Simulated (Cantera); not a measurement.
A closed system holds: 1 mol TEOS, 0.16 mol O2, at 3.60 mbar.

Method: chemical equilibrium by Gibbs-energy minimisation in Cantera with the NASA 1993 tables (ideal gas, pure condensed phases). Candidate condensed phases: C, C6H6, C7H8, C8H18, H2O, Si, SiC, SiO2; 123 gas species. The feed counts by its element totals alone. The tables hold silica as quartz up to 1696 K and as liquid above; real silica turns to tridymite and cristobalite and melts near 1996 K. Kinetics and transport are ignored.

Over these rows the condensed part is C(graphite) + SiO2(β-quartz). Partial pressures as log10 of bar:

```csv
T (K),1000/T (1/K),log p H2O,log p H2,log p CO
875,1.1429,-5.10,-2.53,-3.18
950,1.0526,-5.73,-2.53,-3.17
1025,0.9756,-6.28,-2.53,-3.17
1100,0.9091,-6.75,-2.53,-3.17
1175,0.8511,-7.16,-2.53,-3.17
1250,0.8000,?,-2.53,-3.17
```

Task: Fit log p(H2O) = a + b·(1000/T) to the five rows, give the apparent enthalpy, and predict the row at 1250 K.

Result: Means: 1000/T = 0.9863, log p = -6.204. Sxy = 0.376528, Sxx = 0.0532726, so b = 7.07 and a = -6.204 − (7.07)×0.9863 = -13.18.
Apparent enthalpy: −19.145 × (7.07) = -135 kJ/mol. With the condensed phases at unit activity, H2(g) + CO(g) = H2O(g) + C(graphite) links this pressure to the main gases: over the six rows their terms move log p by +0.01 in all, so the slope is close to that reaction's ΔH°. The five rows lie within 0.01 of the line.
Prediction at 1250 K: -13.18 + (7.07)×0.8000 = -7.52. The computed value is -7.53, 0.01 from the line.
